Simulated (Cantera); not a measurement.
Charge: 1 mol Si, a varied amount of HCl, 92 mol H2, equilibrated at 1573.15 K and 68000 Pa.

Equilibrium computed with Cantera from the NASA thermochemical tables; the gas is ideal and each condensed phase is pure. Candidate condensed phases: Si; 19 gas species. Kinetics and transport are ignored.

Q: Which condensed phases are stable at each of these points (n(HCl) (mol)): 1.4, 2.8, 4.2, 5.6, 7, 8.4, 9.8, 11, 13, 14, 15, 17, 18?

A: 
| n(HCl) (mol) | condensed phases | Si condensed (%) |
|---|---|---|
| 1.4 | Si(s) | 93.7 |
| 2.8 | Si(s) | 78.2 |
| 4.2 | Si(s) | 56.5 |
| 5.6 | Si(s) | 30.4 |
| 7 | Si(s) | 1.1 |
| 8.4 | gas only | 0.0 |
| 9.8 | gas only | 0.0 |
| 11 | gas only | 0.0 |
| 13 | gas only | 0.0 |
| 14 | gas only | 0.0 |
| 15 | gas only | 0.0 |
| 17 | gas only | 0.0 |
| 18 | gas only | 0.0 |

From 1.4 mol HCl to 7 mol HCl the condensed part is Si(s). From 8.4 mol HCl to 18 mol HCl nothing is condensed.
